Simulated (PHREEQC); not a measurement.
A solution holds 15 mmol/kgw HCl, 19 mmol/kgw AlCl3 and 3.3 mmol/kgw CuCl2, at 20 °C. Closed to the air; pH follows from the charge balance.

Equilibrium calculation in PHREEQC: ion-association model, wateq4f.dat.

Each row changes one thing in this solution. No solid was allowed to form.

| case | pH | Al(OH)2+ (mol/kgw) | SI of Gibbsite (Al(OH)3) | SI of Boehmite (AlOOH) |
|---|---|---|---|---|
| as made | 1.91 | 9.18e-10 | -5.19 | -5.73 |
| diluted 2-fold with water | 2.20 | 2.21e-9 | -4.49 | -5.04 |
| CuCl2 replaced by RbCl at the same molality | 1.91 | 9.30e-10 | -5.18 | -5.72 |
| CuCl2 from 0.0033 to 0.033 mol/kgw | 1.92 | 8.09e-10 | -5.25 | -5.79 |
| CuCl2 replaced by LiCl at the same molality | 1.91 | 9.30e-10 | -5.18 | -5.72 |
| CuCl2 from 0.0033 to 0.0066 mol/kgw | 1.92 | 9.02e-10 | -5.19 | -5.74 |
